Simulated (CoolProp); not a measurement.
Vapour-liquid equilibrium of fluoroethane (R161) (1) + R134a (2) at 25.45 °C; x and y are mole fractions of (1).

Computed with CoolProp (multi-fluid Helmholtz-energy mixture model, Wu 2012 and Tillner-Roth 1994; pair parameters Bell 2016).

Question: Give the bubble pressure and the first vapour's composition at x = 0.05, 0.35, 0.8. Is there an azeotrope?

Answer: x = 0.05: 6.829 bar, y = 0.060; x = 0.35: 7.436 bar, y = 0.406; x = 0.8: 8.681 bar, y = 0.847. No azeotrope shows between x = 0.05 and 0.95.

The pair parameters rest on a limited set of measurements; away from them the model extrapolates.
